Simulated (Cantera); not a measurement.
Input: 1 mol Fe, 1.4 mol H₂O, a varied amount of H₂, held at 1825 K and 6.30 mbar.

Equilibrium computed with Cantera from the NASA thermochemical tables; the gas is ideal and each condensed phase is pure. Candidate condensed phases: Fe, FeO, Fe(OH)₂, Fe(OH)₃, Fe₂O₃, Fe₃O₄, H₂O; 12 gas species. Each liquid is taken as pure. Mutual solubility and eutectic melting of coexisting phases are not modelled. The tables' stoichiometric FeO is somewhat more stable than real wüstite, so its field is too wide. FeO: taken at fixed stoichiometry. Rates play no part.

What share of the Fe ends up in condensed phases as a function of n(H₂) (mol), at 1.5, 2.3, 3.4, 5.2, 8, 12, 19, 28, 43?


| n(H₂) (mol) | Fe condensed (%) | as |
|---|---|---|
| 1.5 | 98.0 | Fe(l) + FeO(l) |
| 2.3 | 97.5 | Fe(l) + FeO(l) |
| 3.4 | 96.7 | Fe(l) |
| 5.2 | 95.5 | Fe(l) |
| 8 | 93.7 | Fe(l) |
| 12 | 91.0 | Fe(l) |
| 19 | 86.3 | Fe(l) |
| 28 | 80.3 | Fe(l) |
| 43 | 70.2 | Fe(l) |
